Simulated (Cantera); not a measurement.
A Cantera script and what it prints.

```python
import numpy as np
import cantera as ct

gas_names = """
    B BH BH2 BH3 BN B2 H H2 N NH NH2 NH3 N2 N2H2 N2H4
""".split()
cond_names = """
    B(b) B(L) BN(s)
""".split()


# ... load() reads the species with a 1 bar reference pressure and builds the phases ...
atoms = {
    'BN': {'B': 1, 'N': 1},
    'H2': {'H': 2},
}
top_T = {'BN(s)': 3200}  # K; cautious upper limits of use, not melting points


# ... equilibrate(T, P, feed) seeds the gas with the atoms and calls Mixture.equilibrate('TP', solver="vcs", rtol=1e-11, max_steps=5000) ...
results = []
feed = {'BN': 1, 'H2': 210}  # mol
T = 1850  # K
for P in [1, 4.2, 18, 75, 320, 1300, 5600, 24000, 100000]:
    mix = equilibrate(T, P, feed)
    results.append((T, P, feed, dict(zip(mix.species_names, mix.species_moles))))

top = {s: max(r[3][s] / sum(r[3][g] for g in gas_names) for r in results) for s in gas_names}
cols = sorted((s for s in top if top[s] > 1e-05), key=lambda s: -top[s])[:5]
seen = [c for c in cond_names if any(r[3].get(c, 0) > 1e-12 for r in results)]
print("log10 of partial pressures in bar; condensed amounts in mol")
print(f"{'P/Pa':>10s}" + "".join(f"{s[:9]:>10s}" for s in cols + seen))
for T, P, feed, n in results:
    ng = sum(n[g] for g in gas_names)
    print(f"{P:10.4g}" + "".join(f"{np.log10(max(n[s] / ng * P / 1e5, 1e-99)):10.3f}" for s in cols)
          + "".join(f"{n.get(c, 0):10.4g}" for c in seen))
```

Output:

```
log10 of partial pressures in bar; condensed amounts in mol
      P/Pa        H2         H        N2         B       BH2      B(b)     BN(s)
         1    -5.075    -5.806    -7.660    -8.049    -8.810    0.7578         0
       4.2    -4.414    -5.476    -7.019    -8.049    -8.149     0.915         0
        18    -3.763    -5.150    -6.378    -8.049    -7.498    0.9508         0
        75    -3.135    -4.836    -5.753    -8.049    -6.870    0.9588         0
       320    -2.500    -4.519    -5.121    -8.049    -6.235    0.9605         0
      1300    -1.889    -4.213    -4.981    -8.049    -5.624    0.2992    0.6615
      5600    -1.253    -3.895    -4.981    -8.049    -4.988    0.0386    0.9216
   2.4e+04    -0.620    -3.579    -4.747    -8.166    -4.472         0    0.9686
     1e+05    -0.000    -3.269    -4.317    -8.381    -4.067         0    0.9797
```

Equilibrium computed with Cantera from the NASA thermochemical tables; the gas is ideal and each condensed phase is pure. Mutual solubility and eutectic melting of coexisting phases are not modelled. The tables' values for BH2 are old estimates; treat these amounts as uncertain. Gases not in the tables: B2H6 and higher boranes.
